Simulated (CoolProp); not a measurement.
Model: reference Helmholtz-energy equation of state, Thol 2015, in CoolProp.

Question: Give the vapour pressure (bar), vapour density (kg/m³), surface tension (mN/m) of saturated octamethylcyclotetrasiloxane (D4) at 387.5, 514.8, 551.1 K.

Answer: 
```
T (K)  p (bar)  vapour density (kg/m³)  surface tension (mN/m)
-----  -------  ----------------------  ----------------------
387.5    0.153                    1.44                    11.5
514.8     4.18                    37.0                    3.36
551.1     7.78                    78.3                    1.43
```

Surface tension comes from a separate correlation (Mulero 2014), older than this fluid's equation and unchecked against measurements.
